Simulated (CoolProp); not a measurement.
Cyclopentane at 293.15 K and 0.216 MPa is throttled through a valve to 0.117 MPa with no heat exchange. Each further row changes one setting.

Computed with CoolProp (reference Helmholtz-energy equation of state, Gedanitz 2015).

```tsv
case	temperature change (K)
as stated	+0.0
outlet pressure 0.0351 MPa	+0.1
outlet pressure 0.152 MPa	+0.0
```
